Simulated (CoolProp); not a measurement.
Computed with CoolProp (reference Helmholtz-energy equation of state, Bücker 2006).

**Question.** Give the vapour pressure (MPa), liquid density (kg/m³), enthalpy of vaporisation (kJ/kg) of saturated isobutane at -5.75 °C.

**Answer.** 
```csv
T (°C),p (MPa),liquid density (kg/m³),enthalpy of vaporisation (kJ/kg)
-5.75,0.127,587,360
```
